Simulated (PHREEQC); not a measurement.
Ultrapure water in contact with air or piping: an equilibrium model

Model water analysis in mg/kgw, 25 °C, pH 5.5, pe 2.7: Na 0.00379; K 0.00313; Ca 0.0162; Mg 0.00419; Cl 0.00987; S(6) as SO4 0.0122; Alkalinity as HCO3 0.0495; N(-3) as NH4 1.23e-05; Li 0.000104; Br 0.00305.

Valence states are taken as typed.

Equilibrium calculation in PHREEQC: ion-association model, phreeqc.dat.

This is a speciation only: nothing precipitates in the calculation.

Predict the ionic strength, charge-balance error.

ionic strength 5.27e-6 mol/kgw; charge-balance error 0.3 %.

In which forms is C present?

CO2 88 %, HCO3- 12 % of the C.
